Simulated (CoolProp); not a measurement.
cis-2-butene along the isobar 0.101 MPa: fugacity coefficient from the reference equation and from simpler models built on Tc = 162.6 °C, pc = 4.236 MPa, ω = 0.202; each cubic takes its own stable root.

The numbers come from the reference Helmholtz-energy equation of state, Lemmon 2005 in CoolProp. It is a short technical equation, of lower accuracy than the large ones.

| T (°C) | phase | reference |
|---|---|---|
| -52.45 | liquid | 0.06107 |
| -28.85 | liquid | 0.2352 |
| -5.35 | liquid | 0.6791 |
| 18.15 | gas | 0.9676 |
| 41.65 | gas | 0.9755 |
| 65.25 | gas | 0.9809 |
| 88.75 | gas | 0.9848 |
| 112.25 | gas | 0.9876 |
| 135.85 | gas | 0.9898 |

Task: How far does each simpler model (van der Waals, Redlich-Kwong) lie from the reference over these 9 states: mean and median of the absolute difference, and the worst?

Result: 
- van der Waals: mean 205.0 %, median 1.0 %, worst +1482.9 % at -52.45 °C and 0.101 MPa
- Redlich-Kwong: mean 22.2 %, median 0.5 %, worst +84.9 % at -52.45 °C and 0.101 MPa

At some of these states van der Waals, Redlich-Kwong gives the other phase, because its saturation line lies elsewhere.
